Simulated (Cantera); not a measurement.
Si + NF3 (silicon etching in halogen gases)

A closed system holds: 1 mol Si, 2.3 mol NF3, equilibrated at 2.40 mbar.

Equilibrium computed with Cantera from the NASA thermochemical tables; the gas is ideal and each condensed phase is pure. Candidate condensed phases: Si, Si3N4; 16 gas species. The numbers say what is thermodynamically allowed, not how fast it happens.

From 352 °C to 1252 °C nothing is condensed. The main Si-bearing gas is SiF4 throughout.

```json
[
 {"T (°C)": "352", "x F": "0.00189", "x SiF4": "0.349", "x F2": "0.118", "x N2": "0.273", "x NF3": "0.258", "x NF2": "1.04e-8"},
 {"T (°C)": "427", "x F": "0.0163", "x SiF4": "0.297", "x F2": "0.308", "x N2": "0.303", "x NF3": "0.0762", "x NF2": "5.78e-8"},
 {"T (°C)": "502", "x F": "0.0670", "x SiF4": "0.271", "x F2": "0.345", "x N2": "0.307", "x NF3": "0.0103", "x NF2": "1.15e-7"},
 {"T (°C)": "577", "x F": "0.183", "x SiF4": "0.253", "x F2": "0.273", "x N2": "0.290", "x NF3": "0.00118", "x NF2": "1.42e-7"},
 {"T (°C)": "652", "x F": "0.353", "x SiF4": "0.229", "x F2": "0.155", "x N2": "0.263", "x NF3": "0.000108", "x NF2": "1.13e-7"},
 {"T (°C)": "727", "x F": "0.489", "x SiF4": "0.210", "x F2": "0.0597", "x N2": "0.241", "x NF3": "7.00e-6", "x NF2": "5.86e-8"},
 {"T (°C)": "802", "x F": "0.548", "x SiF4": "0.202", "x F2": "0.0187", "x N2": "0.232", "x NF3": "4.10e-7", "x NF2": "2.41e-8"},
 {"T (°C)": "877", "x F": "0.566", "x SiF4": "0.199", "x F2": "0.00598", "x N2": "0.229", "x NF3": "2.88e-8", "x NF2": "9.87e-9"},
 {"T (°C)": "952", "x F": "0.571", "x SiF4": "0.198", "x F2": "0.00211", "x N2": "0.228", "x NF3": "2.67e-9", "x NF2": "4.35e-9"},
 {"T (°C)": "1027", "x F": "0.573", "x SiF4": "0.198", "x F2": "0.000828", "x N2": "0.228", "x NF3": "3.20e-10", "x NF2": "2.08e-9"},
 {"T (°C)": "1102", "x F": "0.574", "x SiF4": "0.198", "x F2": "0.000359", "x N2": "0.228", "x NF3": "4.82e-11", "x NF2": "1.08e-9"},
 {"T (°C)": "1177", "x F": "0.574", "x SiF4": "0.198", "x F2": "0.000169", "x N2": "0.228", "x NF3": "8.82e-12", "x NF2": "5.94e-10"},
 {"T (°C)": "1252", "x F": "0.574", "x SiF4": "0.198", "x F2": "8.55e-5", "x N2": "0.228", "x NF3": "1.91e-12", "x NF2": "3.47e-10"}
]
```
x: gas mole fraction; nothing condenses.
